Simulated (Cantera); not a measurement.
An adiabatic, constant-pressure homogeneous reactor starts with CO : H2 : O2 : N2 = 1 : 1.5 : 0.658 : 7.24 (molar parts), equivalence ratio 1.9, at 1050 K and 10.0 bar.

Model: GRI-Mech 3.0 (53 species, 325 reactions), integrated in Cantera. The hydrogen kinetics of GRI-Mech 3.0 are dated; newer H2 mechanisms differ, most at raised pressure.

x: mole fraction; the columns are a selection and need not sum to one.

```json
[
 {"t (s)": "4.00e-6", "T (K)": "1050", "x CO": "0.0962", "x H2": "0.144", "x O2": "0.0633", "x NO": "<1e-12", "x H2O": "1.41e-9", "x HO2": "3.86e-9", "x H": "2.16e-10"},
 {"t (s)": "8.23e-6", "T (K)": "1050", "x CO": "0.0962", "x H2": "0.144", "x O2": "0.0633", "x NO": "<1e-12", "x H2O": "3.53e-9", "x HO2": "8.52e-9", "x H": "2.48e-10"},
 {"t (s)": "1.69e-5", "T (K)": "1050", "x CO": "0.0962", "x H2": "0.144", "x O2": "0.0633", "x NO": "<1e-12", "x H2O": "9.48e-9", "x HO2": "1.85e-8", "x H": "3.16e-10"},
 {"t (s)": "3.48e-5", "T (K)": "1050", "x CO": "0.0962", "x H2": "0.144", "x O2": "0.0633", "x NO": "<1e-12", "x H2O": "2.89e-8", "x HO2": "4.12e-8", "x H": "4.71e-10"},
 {"t (s)": "7.16e-5", "T (K)": "1050", "x CO": "0.0962", "x H2": "0.144", "x O2": "0.0633", "x NO": "<1e-12", "x H2O": "1.05e-7", "x HO2": "9.81e-8", "x H": "8.64e-10"},
 {"t (s)": "0.000147", "T (K)": "1050", "x CO": "0.0962", "x H2": "0.144", "x O2": "0.0633", "x NO": "<1e-12", "x H2O": "4.72e-7", "x HO2": "2.77e-7", "x H": "2.11e-9"},
 {"t (s)": "0.000303", "T (K)": "1050", "x CO": "0.0962", "x H2": "0.144", "x O2": "0.0633", "x NO": "<1e-12", "x H2O": "3.11e-6", "x HO2": "1.19e-6", "x H": "8.60e-9"},
 {"t (s)": "0.000624", "T (K)": "1051", "x CO": "0.0961", "x H2": "0.144", "x O2": "0.0632", "x NO": "<1e-12", "x H2O": "?", "x HO2": "?", "x H": "?"},
 {"t (s)": "0.00128", "T (K)": "1061", "x CO": "0.0957", "x H2": "0.143", "x O2": "0.0625", "x NO": "<1e-12", "x H2O": "0.000811", "x HO2": "4.90e-5", "x H": "6.10e-7"},
 {"t (s)": "0.00264", "T (K)": "1992", "x CO": "0.0709", "x H2": "0.0506", "x O2": "4.90e-8", "x NO": "1.12e-5", "x H2O": "0.103", "x HO2": "6.09e-11", "x H": "0.000133"},
 {"t (s)": "0.00543", "T (K)": "1993", "x CO": "0.0709", "x H2": "0.0506", "x O2": "3.15e-8", "x NO": "8.01e-6", "x H2O": "0.103", "x HO2": "3.79e-11", "x H": "0.000111"},
 {"t (s)": "0.0112", "T (K)": "1993", "x CO": "0.0709", "x H2": "0.0506", "x O2": "3.14e-8", "x NO": "7.31e-6", "x H2O": "0.103", "x HO2": "3.78e-11", "x H": "0.000111"},
 {"t (s)": "0.0230", "T (K)": "1993", "x CO": "0.0709", "x H2": "0.0506", "x O2": "3.14e-8", "x NO": "6.99e-6", "x H2O": "0.103", "x HO2": "3.78e-11", "x H": "0.000111"},
 {"t (s)": "0.0473", "T (K)": "1993", "x CO": "0.0709", "x H2": "0.0506", "x O2": "3.14e-8", "x NO": "6.53e-6", "x H2O": "0.103", "x HO2": "3.78e-11", "x H": "0.000111"},
 {"t (s)": "0.0972", "T (K)": "1993", "x CO": "0.0709", "x H2": "0.0506", "x O2": "3.14e-8", "x NO": "?", "x H2O": "0.103", "x HO2": "3.78e-11", "x H": "0.000111"},
 {"t (s)": "0.200", "T (K)": "1993", "x CO": "0.0709", "x H2": "0.0506", "x O2": "3.14e-8", "x NO": "4.78e-6", "x H2O": "0.103", "x HO2": "3.78e-11", "x H": "0.000111"}
]
```

Question: What belongs in the gaps?

Answer: 
- 0.000624, x H2O: 4.34e-5
- 0.000624, x HO2: 1.05e-5
- 0.000624, x H: 7.87e-8
- 0.0972, x NO: 5.79e-6
